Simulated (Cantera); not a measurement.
Equilibrium for carbon deposition, reforming and gasification: C + CO₂ + H₂

Input: 1 mol C, 0.58 mol CO₂, 0.38 mol H₂, at 1200 Pa.

Method: chemical equilibrium by Gibbs-energy minimisation in Cantera with the NASA 1993 tables (ideal gas, pure condensed phases). Candidate condensed phases: C, C₆H₆, C₇H₈, C₈H₁₈, H₂O; 110 gas species. Kinetics and transport are ignored.

```csv
T (K),log p CO,log p H₂,log p H,log p C₂H₂ (acetylene),log p C₂H,n C(graphite)
1575,-2.04,-2.53,-5.65,-7.20,-12.85,0.420
1675,-2.04,-2.53,-5.20,-6.77,-11.74,0.420
1775,-2.04,-2.53,-4.80,-6.38,-10.75,0.420
1875,-2.04,-2.53,-4.45,-6.03,-9.87,0.420
1975,-2.05,-2.54,-4.13,-5.72,-9.08,0.420
2075,-2.05,-2.54,-3.85,-5.45,-8.37,0.419
2175,-2.05,-2.55,-3.59,-5.21,-7.73,0.418
2275,-2.05,-2.57,-3.36,-4.99,-7.15,0.417
2375,-2.06,-2.60,-3.15,-4.81,-6.62,0.416
2475,-2.06,-2.64,-2.97,-4.66,-6.15,0.414
2575,-2.07,-2.71,-2.81,-4.54,-5.72,0.411
```
log p: log10 of the partial pressure in bar; n: condensed amount in mol.

From 1575 K to 2575 K the condensed part is C(graphite). The main C-bearing gas is CO throughout.
